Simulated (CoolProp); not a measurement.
Saturated liquid density (kg/m³) of fluoroethane (R161): the reference equation beside estimates from Tc = 375.2 K, pc = 5.010 MPa, ω = 0.216. Rackett uses Z = 0.29056 − 0.08775 ω.

Values from CoolProp's reference Helmholtz-energy equation of state, Wu 2012.

```json
[
 {"T (K)": "198.6", "reference": "867.9", "Rackett": "812.9", "Redlich-Kwong": "737.3", "Soave-Redlich-Kwong": "750.7"},
 {"T (K)": "214.6", "reference": "846.7", "Rackett": "790.3", "Redlich-Kwong": "715.5", "Soave-Redlich-Kwong": "731.2"},
 {"T (K)": "230.6", "reference": "824.8", "Rackett": "766.8", "Redlich-Kwong": "692.0", "Soave-Redlich-Kwong": "709.8"},
 {"T (K)": "246.6", "reference": "801.7", "Rackett": "742.1", "Redlich-Kwong": "666.5", "Soave-Redlich-Kwong": "686.2"},
 {"T (K)": "262.6", "reference": "776.8", "Rackett": "716.1", "Redlich-Kwong": "638.7", "Soave-Redlich-Kwong": "660.0"},
 {"T (K)": "278.7", "reference": "749.2", "Rackett": "688.1", "Redlich-Kwong": "608.1", "Soave-Redlich-Kwong": "630.6"},
 {"T (K)": "294.7", "reference": "718.3", "Rackett": "658.1", "Redlich-Kwong": "574.5", "Soave-Redlich-Kwong": "597.5"},
 {"T (K)": "310.7", "reference": "682.7", "Rackett": "625.0", "Redlich-Kwong": "536.8", "Soave-Redlich-Kwong": "559.8"},
 {"T (K)": "326.7", "reference": "640.8", "Rackett": "587.7", "Redlich-Kwong": "493.9", "Soave-Redlich-Kwong": "515.8"},
 {"T (K)": "342.8", "reference": "589.3", "Rackett": "543.0", "Redlich-Kwong": "443.0", "Soave-Redlich-Kwong": "462.3"},
 {"T (K)": "358.8", "reference": "521.9", "Rackett": "484.4", "Redlich-Kwong": "378.4", "Soave-Redlich-Kwong": "392.9"}
]
```

Absolute difference from the reference over all 11 rows, mean and median: Rackett 7.6 and 7.8 %, Redlich-Kwong 19.7 and 18.8 %, Soave-Redlich-Kwong 17.0 and 15.8 %.
